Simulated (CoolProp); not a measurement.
Properties of propylene glycol along the isobar 9730 kPa.

Computed with CoolProp (reference Helmholtz-energy equation of state, Eisenbach 2021).

```json
[
 {"T (K)": "230", "phase": "liquid", "density (kg/m³)": "1087", "speed of sound (m/s)": "1725"},
 {"T (K)": "235.8", "phase": "liquid", "density (kg/m³)": "1083", "speed of sound (m/s)": "1708"},
 {"T (K)": "241.6", "phase": "liquid", "density (kg/m³)": "1079", "speed of sound (m/s)": "1692"},
 {"T (K)": "247.4", "phase": "liquid", "density (kg/m³)": "1075", "speed of sound (m/s)": "1676"},
 {"T (K)": "253.2", "phase": "liquid", "density (kg/m³)": "1070", "speed of sound (m/s)": "1661"},
 {"T (K)": "259", "phase": "liquid", "density (kg/m³)": "1066", "speed of sound (m/s)": "1646"},
 {"T (K)": "264.8", "phase": "liquid", "density (kg/m³)": "1062", "speed of sound (m/s)": "1631"},
 {"T (K)": "270.6", "phase": "liquid", "density (kg/m³)": "1058", "speed of sound (m/s)": "1616"},
 {"T (K)": "276.4", "phase": "liquid", "density (kg/m³)": "1053", "speed of sound (m/s)": "1601"},
 {"T (K)": "282.2", "phase": "liquid", "density (kg/m³)": "1049", "speed of sound (m/s)": "1586"},
 {"T (K)": "288", "phase": "liquid", "density (kg/m³)": "1045", "speed of sound (m/s)": "1571"},
 {"T (K)": "293.8", "phase": "liquid", "density (kg/m³)": "1041", "speed of sound (m/s)": "1556"},
 {"T (K)": "299.6", "phase": "liquid", "density (kg/m³)": "1036", "speed of sound (m/s)": "1540"},
 {"T (K)": "305.4", "phase": "liquid", "density (kg/m³)": "1032", "speed of sound (m/s)": "1525"},
 {"T (K)": "311.2", "phase": "liquid", "density (kg/m³)": "1028", "speed of sound (m/s)": "1509"},
 {"T (K)": "317", "phase": "liquid", "density (kg/m³)": "1023", "speed of sound (m/s)": "1493"}
]
```
